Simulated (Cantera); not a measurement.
Charge: 1 mol SiH2Cl2, 82 mol H2, a varied amount of Cl2, held at 21.0 mbar.

Points: T (K) = 950, 1000, 1050, 1100, 1150, 1200, 1250, 1300, 1350, 1400; n(Cl2) (mol) = 0.018, 0.03, 0.048, 0.079, 0.13, 0.21, 0.34, 0.56.

Cantera's Mixture.equilibrate('TP', solver="vcs", rtol=1e-11, max_steps=5000) on the NASA tables stopped like this:

```
ERROR: FAILURE its = 5001!

*******************************************************************************
CanteraError thrown by MultiPhase::equilibrate:
VCS solver failed. Return code: -1
*******************************************************************************
```

Question: What got this run through?

Answer: This is not unique; one that fits is The failure is numerical, not chemical. The same input converged with solver="gibbs", rtol=1e-10, max_steps=50000, and the result passed a check of the equilibrium conditions:
```
    950      0.018  Si(cr)
    950       0.03  Si(cr)
    950      0.048  Si(cr)
    950      0.079  Si(cr)
    950       0.13  Si(cr)
    950       0.21  Si(cr)
    950       0.34  Si(cr)
    950       0.56  Si(cr)
   1000      0.018  Si(cr)
   1000       0.03  Si(cr)
   1000      0.048  Si(cr)
   1000      0.079  Si(cr)
   1000       0.13  Si(cr)
   1000       0.21  Si(cr)
   1000       0.34  Si(cr)
   1000       0.56  Si(cr)
   1050      0.018  Si(cr)
   1050       0.03  Si(cr)
   1050      0.048  Si(cr)
   1050      0.079  Si(cr)
   1050       0.13  Si(cr)
   1050       0.21  Si(cr)
   1050       0.34  Si(cr)
   1050       0.56  Si(cr)
   1100      0.018  Si(cr)
   1100       0.03  Si(cr)
   1100      0.048  Si(cr)
   1100      0.079  Si(cr)
   1100       0.13  Si(cr)
   1100       0.21  Si(cr)
   1100       0.34  Si(cr)
   1100       0.56  Si(cr)
   1150      0.018  Si(cr)
   1150       0.03  Si(cr)
   1150      0.048  Si(cr)
   1150      0.079  Si(cr)
   1150       0.13  Si(cr)
   1150       0.21  Si(cr)
   1150       0.34  Si(cr)
   1150       0.56  Si(cr)
   1200      0.018  Si(cr)
   1200       0.03  Si(cr)
   1200      0.048  Si(cr)
   1200      0.079  Si(cr)
   1200       0.13  Si(cr)
   1200       0.21  Si(cr)
   1200       0.34  Si(cr)
   1200       0.56  Si(cr)
   1250      0.018  Si(cr)
   1250       0.03  Si(cr)
   1250      0.048  Si(cr)
   1250      0.079  Si(cr)
   1250       0.13  Si(cr)
   1250       0.21  Si(cr)
   1250       0.34  Si(cr)
   1250       0.56  Si(cr)
   1300      0.018  Si(cr)
   1300       0.03  Si(cr)
   1300      0.048  Si(cr)
   1300      0.079  Si(cr)
   1300       0.13  Si(cr)
   1300       0.21  Si(cr)
   1300       0.34  Si(cr)
   1300       0.56  Si(cr)
   1350      0.018  Si(cr)
   1350       0.03  Si(cr)
   1350      0.048  Si(cr)
   1350      0.079  Si(cr)
   1350       0.13  Si(cr)
   1350       0.21  Si(cr)
   1350       0.34  Si(cr)
   1350       0.56  Si(cr)
   1400      0.018  Si(cr)
   1400       0.03  Si(cr)
   1400      0.048  Si(cr)
   1400      0.079  Si(cr)
   1400       0.13  Si(cr)
   1400       0.21  Si(cr)
   1400       0.34  Si(cr)
   1400       0.56  Si(cr)
```

The gas is ideal and each condensed phase is pure. The tables' values for SiCl3 are old estimates.
